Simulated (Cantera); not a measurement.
A closed system holds: 1 mol SiO₂, 1.2 mol H₂, 50 mol N₂, held at 2048.15 K and 1 atm.

Equilibrium computed with Cantera from the NASA thermochemical tables; the gas is ideal and each condensed phase is pure. Candidate condensed phases: H₂O, Si, SiO₂, Si₂N₂O, Si₃N₄; 35 gas species. The tables hold silica as quartz up to 1696 K and as liquid above; real silica turns to tridymite and cristobalite and melts near 1996 K. Kinetics and transport are ignored.

Base state: N₂ 0.975, H₂ 0.0214, SiO 0.00178, H₂O 0.00178, H 0.000326 (mole fractions); condensed: SiO₂(l).

Q: What changes in the equilibrium state with this change: temperature from 2048.15 K to 1873.15 K?

A: 
```tsv
species	before	after
N₂	0.975	0.976
H₂	0.0214	0.0229
SiO	0.00178	0.000442
H₂O	0.00178	0.000442
H	0.000326	9.72e-5
SiO₂(l), mol	0.908	0
SiO₂(condensed), mol	0	0.977
```
